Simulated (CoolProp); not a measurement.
Values from CoolProp's reference Helmholtz-energy equation of state, Beckmüller 2019.

### Question
For n-octane, give the phase and the Joule-Thomson coefficient (K/MPa), isothermal compressibility (1/MPa), expansivity (1/kK) at 422.7 K and 7.83 MPa; 575.9 K and 0.386 MPa.

### Answer
- 422.7 K and 7.83 MPa: liquid; Joule-Thomson coefficient -0.237, isothermal compressibility 0.00321, expansivity 1.44
- 575.9 K and 0.386 MPa: gas; Joule-Thomson coefficient 8.06, isothermal compressibility 2.75, expansivity 2.12
